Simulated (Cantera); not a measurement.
Feed: 1 mol Ta, 2.5 mol CH4, 13 mol H2, at 2025 K and 30.0 mbar.

Cantera equilibrium calculation (NASA polynomials, part measured and part estimated; ideal gas, pure solids and liquids). Candidate condensed phases: C, C6H6, C7H8, C8H18, Ta, TaC; 77 gas species. TaC: taken at fixed stoichiometry. Condensed phases not in the tables: Ta2C. The numbers say what is thermodynamically allowed, not how fast it happens.

Base state: H2 0.988, H 0.0110, C2H2 (acetylene) 0.000894, CH4 1.16e-5 (mole fractions); condensed: C(graphite) + TaC(s).

Q: What changes in the equilibrium state with this change: pressure from 30.0 mbar to 4.50 bar?

A: 
| species | before | after |
|---|---|---|
| H2 | 0.988 | 0.996 |
| CH4 | 1.16e-5 | 0.00178 |
| H | 0.0110 | 0.000906 |
| C2H4 | 1.56e-7 | 2.37e-5 |
| CH3 | 2.57e-6 | 3.18e-5 |
| C2H2 (acetylene) | 0.000894 | 0.000902 |
| C(graphite), mol | 1.47 | 1.43 |
| TaC(s), mol | 1.00 | 1.00 |
